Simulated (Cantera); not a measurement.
A closed system holds: 1 mol (CH₃)₂SiCl₂, 0.4 mol C₃H₈, 400 mol H₂, at 2002 °C and 0.0100 bar.

Equilibrium computed with Cantera from the NASA thermochemical tables; the gas is ideal and each condensed phase is pure. Candidate condensed phases: C, C₆H₆, C₇H₈, C₈H₁₈, Si, SiC; 109 gas species. The feed counts by its element totals alone. Gases not in the tables: Si₂H₆ and higher silanes. Kinetics and transport are ignored.

Base state: H₂ 0.909, H 0.0809, HCl 0.00442, C₂H₂ (acetylene) 0.00346, Si 0.00196, Cl 0.000284, SiC₂ 0.000248, SiH 7.18e-5 (mole fractions); condensed: C(graphite).

Task: What changes in the equilibrium state with this change: temperature from 2002 °C to 877 °C?

Result: 
```csv
species,before,after
H₂,0.909,0.995
HCl,0.00442,0.00493
CH₄,1.86e-6,0.000232
H,0.0809,7.44e-7
C₂H₂ (acetylene),0.00346,3.85e-8
Si,0.00196,<1e-9
SiC₂,0.000248,<1e-9
Cl,0.000284,3.25e-9
SiH,7.18e-5,<1e-9
Si₂C,2.90e-5,<1e-9
"C(graphite), mol",0.0190,2.11
"SiC(s), mol",0,1.000
```

Task: What changes in the equilibrium state with this change: (CH₃)₂SiCl₂ replaced by CH₃SiCl₃?

Result: 
```json
[
 {"species": "H₂", "before": "0.909", "after": "0.907"},
 {"species": "H", "before": "0.0809", "after": "0.0809"},
 {"species": "HCl", "before": "0.00442", "after": "0.00665"},
 {"species": "C₂H₂ (acetylene)", "before": "0.00346", "after": "0.00239"},
 {"species": "Si", "before": "0.00196", "after": "0.00203"},
 {"species": "SiCl", "before": "8.42e-6", "after": "1.31e-5"},
 {"species": "Cl", "before": "0.000284", "after": "0.000428"},
 {"species": "C₂H", "before": "1.31e-5", "after": "9.03e-6"},
 {"species": "SiC₂", "before": "0.000248", "after": "0.000178"},
 {"species": "Si₂C", "before": "2.90e-5", "after": "2.59e-5"},
 {"species": "C(graphite), mol", "before": "0.0190", "after": "0"}
]
```
The tables' values for SiCl are old estimates; treat these amounts as uncertain.

Task: What changes in the equilibrium state with this change: C₃H₈ from 0.4 to 0.0047 mol?

Result: 
```json
[
 {"species": "H₂", "before": "0.909", "after": "0.910"},
 {"species": "H", "before": "0.0809", "after": "0.0810"},
 {"species": "HCl", "before": "0.00442", "after": "0.00444"},
 {"species": "C₂H₂ (acetylene)", "before": "0.00346", "after": "0.00219"},
 {"species": "Si", "before": "0.00196", "after": "0.00206"},
 {"species": "C₂H", "before": "1.31e-5", "after": "8.26e-6"},
 {"species": "SiC₂", "before": "0.000248", "after": "0.000164"},
 {"species": "C(graphite), mol", "before": "0.0190", "after": "0"}
]
```
